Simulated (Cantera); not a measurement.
**Silicon nitride deposition: SiH₂Cl₂ + N₂**

A closed system holds: 1 mol SiH₂Cl₂, 0.38 mol N₂, at 1048 K and 360 Torr.

Equilibrium computed with Cantera from the NASA thermochemical tables; the gas is ideal and each condensed phase is pure. Candidate condensed phases: NH₄Cl, Si, Si₃N₄; 28 gas species. N₂ is the only nitrogen source here; it is nearly inert below about 1500 K, so the nitride shown seldom forms there in practice. The tables' values for SiCl₃ are old estimates; treat these amounts as uncertain. Equilibrium is a limit: real reactors are often held back by kinetics, nucleation or transport.

The x(H₂) comes out as 0.540 and the x(SiCl₄) comes out as 0.266. The x(HCl) is 0.186, the x(SiHCl₃) comes out as 0.00790 and the x(SiCl₃) is 0.000486. The x(N₂) is 0.000166 and the x(SiH₂Cl₂) is 2.67e-5. The x(SiCl₂) comes out as 1.63e-5. The x(NH₃) is 1.05e-6. The n(Si₃N₄(s)) is 0.190 mol. The gas amount comes out as 1.570 mol and the log10 activity of Si(s) (absent) is -3.86.
